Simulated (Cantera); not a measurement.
Input (Python, Cantera) and output of one run.

```python
import numpy as np
import cantera as ct

gas_names = """
    C CH CH2 CH3 CH2OH CH3O CH4 CH3OH CN CO CO2 COOH C2 C2H CHCO,ketyl C2H2,acetylene C2H2,vinylidene
    CH2CO,ketene C2H3,vinyl CH3CN CH3CO,acetyl C2H4 C2H4O,ethylen CH3CHO,ethanal CH3COOH (HCOOH)2 C2H5
    C2H6 CH3OCH3 C2H5OH CCN CNC C2N2 C2O C3 C3H3,propargyl C3H4,allene C3H4,propyne C3H4,cyclo-
    C3H5,allyl C3H6,propylene C3H6,cyclo- C3H6O C3H7,n-propyl C3H7,i-propyl C3H8 C3H8O,1propanol
    C3H8O,2propanol C3O2 C4 C4H2 C4H4,1,3-cyclo- C4H6,butadiene C4H6,2-butyne C4H6,cyclo- C4H8,1-butene
    C4H8,cis2-buten C4H8,tr2-butene C4H8,isobutene C4H8,cyclo- (CH3COOH)2 C4H9,n-butyl C4H9,i-butyl
    C4H9,s-butyl C4H9,t-butyl C4H10,isobutane C4H10,n-butane C4N2 C5 C5H6,1,3cyclo- C5H8,cyclo-
    C5H10,1-pentene C5H10,cyclo- C5H11,pentyl C5H11,t-pentyl C5H12,n-pentane C5H12,i-pentane
    CH3C(CH3)2CH3 C6H2 C6H5,phenyl C6H5O,phenoxy C6H6 C6H5OH,phenol C6H10,cyclo- C6H12,1-hexene
    C6H12,cyclo- C6H13,n-hexyl C7H7,benzyl C7H8 C7H8O,cresol C7H14,1-heptene C7H15,n-heptyl
    C7H16,n-heptane C8H8,styrene C8H10,ethylbenz C8H16,1-octene C8H17,n-octyl C8H18,isooctane
    C8H18,n-octane C9H19,n-nonyl C10H8,naphthale C10H21,n-decyl C12H9,o-bipheny C12H10,bipheny H HCN HCO
    HCCN HNC HNCO HNO HNO2 HNO3 HO2 H2 HCHO,formaldehy HCOOH H2O H2O2 N NCO NH NH2 NH3 NH2OH NO NO2 NO3
    N2 N2H2 N2H4 N2O O OH O2 O3 Si SiC SiC2 SiC4H12 SiH SiH2 SiH3 SiH4 SiN SiO SiO2 Si2 Si2C Si2N Si3
""".split()
cond_names = """
    C(gr) C6H6(L) C7H8(L) C8H18(L),n-octa H2O(s) H2O(L) Si(cr) Si(L) SiC(b) SiO2(Lqz) SiO2(hqz) SiO2(L)
    Si2N2O(s) Si3N4(a)
""".split()


def load(file, names, dense=False):
    # The tables refer to 1 bar. Condensed volumes are neglected.
    table = {s.name: s for s in ct.Species.list_from_file(file)}
    out = []
    for n in names:
        d = dict(table[n].input_data)
        d["thermo"] = dict(d["thermo"], **{"reference-pressure": 1e5})
        if dense:
            d["equation-of-state"] = {"model": "constant-volume", "density": "1e6 g/cm^3"}
        out.append(ct.Species.from_dict(d))
    return out


gas = ct.Solution(thermo="ideal-gas", species=load("nasa_gas.yaml", gas_names))
cond = {s.name: ct.Solution(thermo="fixed-stoichiometry", species=[s], name=s.name)
        for s in load("nasa_condensed.yaml", cond_names, dense=True)}
atoms = {
    'TEOS': {'Si': 1, 'C': 8, 'H': 20, 'O': 4},
    'O2': {'O': 2},
    'N2': {'N': 2},
}
top_T = {'C(gr)': 4500, 'SiC(b)': 3050, 'Si2N2O(s)': 2100, 'Si3N4(a)': 2400}  # K; cautious upper limits of use, not melting points


def equilibrate(T, P, feed):
    n = {}
    for name, mol in feed.items():
        for a, k in atoms[name].items():
            n[a] = n.get(a, 0.0) + k * mol
    gas.TPX = T, P, n
    mass = sum(n.values()) * gas.mean_molecular_weight
    gas.equilibrate("TP")
    valid = [c for c in cond.values() if c.min_temp <= T <= top_T.get(c.name, c.max_temp)]
    mix = ct.Mixture([(gas, mass / gas.mean_molecular_weight)] + [(c, 0.0) for c in valid])
    mix.T, mix.P = T, P
    mix.equilibrate("TP", solver="vcs", rtol=1e-11, max_steps=5000)
    return mix


results = []
feed = {'TEOS': 1, 'O2': 1.6, 'N2': 7.9}  # mol
P = 13332.2  # Pa
for T in [1098, 1173, 1248, 1323, 1398, 1473, 1548, 1623, 1698, 1773, 1848, 1923, 1998]:
    mix = equilibrate(T, P, feed)
    results.append((T, P, feed, dict(zip(mix.species_names, mix.species_moles))))

top = {s: max(r[3][s] / sum(r[3][g] for g in gas_names) for r in results) for s in gas_names}
cols = sorted((s for s in top if top[s] > 0.0001), key=lambda s: -top[s])[:5]
seen = [c for c in cond_names if any(r[3].get(c, 0) > 1e-12 for r in results)]
print("log10 of partial pressures in bar; condensed amounts in mol")
print(f"{'T/K':>10s}" + "".join(f"{s[:9]:>10s}" for s in cols + seen))
for T, P, feed, n in results:
    ng = sum(n[g] for g in gas_names)
    print(f"{T:10.4g}" + "".join(f"{np.log10(max(n[s] / ng * P / 1e5, 1e-99)):10.3f}" for s in cols)
          + "".join(f"{n.get(c, 0):10.4g}" for c in seen))
```

Result:

```
log10 of partial pressures in bar; condensed amounts in mol
       T/K        H2        N2        CO       SiO       HCN     C(gr)    SiC(b) SiO2(hqz) Si2N2O(s)
      1098    -1.241    -1.340    -1.526   -13.163    -5.955      2.82         0         1         0
      1173    -1.240    -1.341    -1.524   -11.082    -5.551     2.803         0         1         0
      1248    -1.239    -1.341    -1.523    -9.255    -5.196     2.799         0         1         0
      1323    -1.239    -1.341    -1.523    -7.638    -4.882     2.797         0         1         0
      1398    -1.257    -1.388    -1.431    -6.554    -4.634     1.295         0         0       0.5
      1473    -1.257    -1.388    -1.431    -5.765    -4.383     1.292         0         0    0.4998
      1548    -1.258    -1.388    -1.431    -5.053    -4.156     1.287         0         0    0.4992
      1623    -1.258    -1.388    -1.431    -4.410    -3.951     1.282         0         0    0.4965
      1698    -1.259    -1.389    -1.432    -3.825    -3.764      1.28         0         0    0.4865
      1773    -1.276    -1.378    -1.425    -3.217    -3.845         0    0.8856         0         0
      1848    -1.276    -1.379    -1.425    -3.187    -3.658         0    0.8774         0         0
      1923    -1.278    -1.379    -1.426    -3.149    -3.491         0     0.866         0         0
      1998    -1.279    -1.380    -1.427    -3.104    -3.342         0    0.8508         0         0
```

Method: chemical equilibrium by Gibbs-energy minimisation in Cantera with the NASA 1993 tables (ideal gas, pure condensed phases). The feed counts by its element totals alone. N2 is the only nitrogen source here; it is nearly inert below about 1500 K, so the nitride shown seldom forms there in practice. The tables hold silica as quartz up to 1696 K and as liquid above; real silica turns to tridymite and cristobalite and melts near 1996 K.
